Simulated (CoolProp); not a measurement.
Vapour-liquid equilibrium of hydrogen sulfide (1) + propane (2) at 390 kPa; x and y are mole fractions of (1).

Values from CoolProp's multi-fluid Helmholtz-energy mixture model, Lemmon 2006 and Lemmon 2009; pair parameters Kunz 2012.

```csv
x,"bubble temperature, mixture model (K)","bubble temperature, Raoult's law (K)","y, mixture model","y, Raoult's law"
0.05,260.5,265.1,0.212,0.104
0.125,253.9,262.6,0.406,0.240
0.2,249.7,260.3,0.518,0.356
0.275,246.9,258.2,0.588,0.457
0.35,245.1,256.3,0.636,0.545
0.425,243.9,254.4,0.670,0.622
0.5,243.1,252.8,0.697,0.691
0.575,242.5,251.2,0.721,0.752
0.65,242.1,249.7,0.743,0.807
0.725,241.9,248.3,0.768,0.856
0.8,241.8,247.0,0.799,0.900
0.875,241.9,245.7,0.844,0.941
0.95,242.7,244.5,0.918,0.977
```

The largest gap from Raoult's law is -11.3 K in bubble temperature, at x = 0.275. y crosses x between x = 0.725 and 0.8: the model has an azeotrope there.

Pair parameters are fitted to limited data, so mixtures are less certain than the pure fluids.
